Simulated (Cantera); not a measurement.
What does this Cantera script print?

```python
import numpy as np
import cantera as ct

gas_names = [...]  # 62 gases of nasa_gas.yaml made of B, F, H, N, O
cond_names = """
    B(b) B(L) BN(s) B2O3(L) B3O3H3(cr) H2O(s) H2O(L)
""".split()


# ... load() reads the species with a 1 bar reference pressure and builds the phases ...
atoms = {
    'BF3': {'B': 1, 'F': 3},
    'H2O': {'H': 2, 'O': 1},
    'N2': {'N': 2},
    'H2': {'H': 2},
}
top_T = {'BN(s)': 3200}  # K; cautious upper limits of use, not melting points


# ... equilibrate(T, P, feed) seeds the gas with the atoms and calls Mixture.equilibrate('TP', solver="vcs", rtol=1e-11, max_steps=5000) ...
results = []
T = 2125  # K
P = 10  # Pa
for m in [17, 20, 25, 31, 38, 47, 58, 71, 88]:
    feed = {'BF3': 1, 'H2O': 0.85, 'N2': m, 'H2': 1.5}  # mol
    mix = equilibrate(T, P, feed)
    results.append((T, P, feed, dict(zip(mix.species_names, mix.species_moles))))
    x = sorted(zip(gas.X, gas.species_names), reverse=True)
    print(f"T = {T:g} K  P = {P:g} Pa  n(N2) = {m:g} mol  gas = {mix.phase_moles(0):.4g} mol")
    print("   x: " + "  ".join(f"{s} {v:.3e}" for v, s in x if v > 1e-05))
    print("   condensed (mol): " + ("  ".join(f"{mix.phase(i).name} {mix.phase_moles(i):.4g}"
          for i in range(1, mix.n_phases) if mix.phase_moles(i) > 1e-12) or "none"))
```

Output:

```
T = 2125 K  P = 10 Pa  n(N2) = 17 mol  gas = 22.04 mol
   x: N2 7.715e-01  HF 8.961e-02  H 6.315e-02  BOF 3.734e-02  H2 3.024e-02  BF 4.861e-03  BF2 1.649e-03  BO 1.184e-03  BF3 3.028e-04  F 1.241e-04  HBO 4.380e-05
   condensed (mol): none
T = 2125 K  P = 10 Pa  n(N2) = 20 mol  gas = 25.07 mol
   x: N2 7.979e-01  HF 7.888e-02  H 5.784e-02  BOF 3.278e-02  H2 2.537e-02  BF 4.329e-03  BF2 1.411e-03  BO 1.082e-03  BF3 2.490e-04  F 1.192e-04  HBO 3.666e-05
   condensed (mol): none
T = 2125 K  P = 10 Pa  n(N2) = 25 mol  gas = 30.11 mol
   x: N2 8.303e-01  HF 6.578e-02  H 5.093e-02  BOF 2.725e-02  H2 1.967e-02  BF 3.666e-03  BF2 1.131e-03  BO 9.497e-04  BF3 1.891e-04  F 1.129e-04  HBO 2.833e-05
   condensed (mol): none
T = 2125 K  P = 10 Pa  n(N2) = 31 mol  gas = 36.15 mol
   x: N2 8.574e-01  HF 5.487e-02  H 4.474e-02  BOF 2.265e-02  H2 1.518e-02  BF 3.100e-03  BF2 9.085e-04  BO 8.316e-04  BF3 1.442e-04  F 1.072e-04  HBO 2.179e-05
   condensed (mol): none
T = 2125 K  P = 10 Pa  n(N2) = 38 mol  gas = 43.2 mol
   x: N2 8.797e-01  HF 4.599e-02  H 3.933e-02  BOF 1.893e-02  H2 1.173e-02  BF 2.630e-03  BF2 7.348e-04  BO 7.288e-04  BF3 1.112e-04  F 1.022e-04  HBO 1.679e-05
   condensed (mol): none
T = 2125 K  P = 10 Pa  n(N2) = 47 mol  gas = 52.24 mol
   x: N2 8.997e-01  HF 3.807e-02  H 3.417e-02  BOF 1.562e-02  H2 8.854e-03  BF 2.203e-03  BO 6.312e-04  BF2 5.866e-04  F 9.743e-05  BF3 8.459e-05  HBO 1.263e-05
   condensed (mol): none
T = 2125 K  P = 10 Pa  n(N2) = 58 mol  gas = 63.29 mol
   x: N2 9.165e-01  HF 3.147e-02  H 2.955e-02  BOF 1.287e-02  H2 6.621e-03  BF 1.840e-03  BO 5.442e-04  BF2 4.683e-04  F 9.311e-05  BF3 6.454e-05
   condensed (mol): none
T = 2125 K  P = 10 Pa  n(N2) = 71 mol  gas = 76.33 mol
   x: N2 9.302e-01  HF 2.611e-02  H 2.555e-02  BOF 1.066e-02  H2 4.951e-03  BF 1.541e-03  BO 4.694e-04  BF2 3.764e-04  F 8.936e-05  BF3 4.979e-05
   condensed (mol): none
T = 2125 K  P = 10 Pa  n(N2) = 88 mol  gas = 93.37 mol
   x: N2 9.425e-01  H 2.177e-02  HF 2.136e-02  BOF 8.697e-03  H2 3.596e-03  BF 1.272e-03  BO 3.990e-04  BF2 2.983e-04  F 8.579e-05  BF3 3.788e-05
   condensed (mol): none
```

Equilibrium computed with Cantera from the NASA thermochemical tables; the gas is ideal and each condensed phase is pure. The tables' values for BF2 are old estimates; treat these amounts as uncertain.
